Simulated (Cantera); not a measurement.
An isothermal, constant-pressure homogeneous reactor starts with CO : O2 : H2O : N2 = 0.0035 : 0.0033 : 0.0014 : 1 (molar parts), at 898 K and 13300 Pa.

Detailed kinetics in Cantera: GRI-Mech 3.0 (53 species, 325 reactions).

x: mole fraction; the columns are a selection and need not sum to one.

| t (s) | x CO | x O2 | x H2O | x NO2 | x HO2 | x CO2 | x H |
|---|---|---|---|---|---|---|---|
| 9.00e-5 | 0.00347 | 0.00327 | 0.00139 | <1e-12 | <1e-12 | <1e-12 | <1e-12 |
| 0.000232 | 0.00347 | 0.00327 | 0.00139 | <1e-12 | <1e-12 | <1e-12 | <1e-12 |
| 0.000596 | 0.00347 | 0.00327 | 0.00139 | <1e-12 | <1e-12 | <1e-12 | <1e-12 |
| 0.00153 | 0.00347 | 0.00327 | 0.00139 | <1e-12 | <1e-12 | <1e-12 | <1e-12 |
| 0.00394 | 0.00347 | 0.00327 | 0.00139 | <1e-12 | <1e-12 | <1e-12 | <1e-12 |
| 0.0101 | 0.00347 | 0.00327 | 0.00139 | <1e-12 | <1e-12 | 1.24e-12 | <1e-12 |
| 0.0261 | 0.00347 | 0.00327 | 0.00139 | <1e-12 | <1e-12 | 3.42e-12 | <1e-12 |
| 0.0671 | 0.00347 | 0.00327 | 0.00139 | <1e-12 | <1e-12 | 1.10e-11 | <1e-12 |
| 0.173 | 0.00347 | 0.00327 | 0.00139 | <1e-12 | 7.84e-12 | 5.07e-11 | 2.11e-12 |
| 0.444 | 0.00347 | 0.00327 | 0.00139 | <1e-12 | 1.14e-10 | 5.20e-10 | 1.75e-11 |
| 1.14 | 0.00347 | 0.00327 | 0.00139 | <1e-12 | 1.20e-8 | (withheld) | 1.80e-9 |
| 2.94 | 0.00230 | 0.00269 | 0.00136 | 2.19e-12 | 2.17e-7 | (withheld) | 1.19e-5 |
| 7.56 | 0.000388 | 0.00174 | 0.00138 | 1.63e-11 | 1.24e-7 | (withheld) | 1.68e-6 |
| 19.4 | 5.37e-5 | 0.00157 | 0.00139 | 1.20e-10 | 6.66e-8 | 0.00342 | 1.04e-7 |
| 50.0 | 7.31e-6 | 0.00154 | 0.00139 | 5.40e-10 | 2.20e-8 | 0.00347 | 5.80e-9 |

Q: Fill in the missing entries.

A: 
- 1.14, x CO2: 5.62e-8
- 2.94, x CO2: 0.00118
- 7.56, x CO2: 0.00309
